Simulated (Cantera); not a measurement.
Charge: 1 mol CuO, 4.3 mol CH4, 1.8 mol N2, held at 2575 K and 0.00290 bar.

Cantera equilibrium calculation (NASA polynomials, part measured and part estimated; ideal gas, pure solids and liquids). The numbers say what is thermodynamically allowed, not how fast it happens.

```tsv
species	before	after
H2	0.354	0.754
N2	0.107	0.158
CO	0.0651	0.0877
H	0.383	2.37e-7
Cu	0.0651	8.81e-8
HCN	0.0165	5.47e-6
CN	0.00115	<1e-9
C2H2 (acetylene)	0.00520	5.68e-9
C3	0.000532	<1e-9
C2H	0.000471	<1e-9
HNC	0.00211	1.35e-8
C	0.000156	<1e-9
C(graphite), mol	2.79	3.30
Cu(s), mol	0	1.000
```
Gas species are given as mole fractions.

### Question
What was changed between the two runs?
A. temperature from 2575 K to 1900 K
B. pressure from 0.00290 bar to 5.70 bar
C. temperature from 2575 K to 1075 K
D. pressure from 0.00290 bar to 0.00133 bar

### Answer
C, temperature from 2575 K to 1075 K
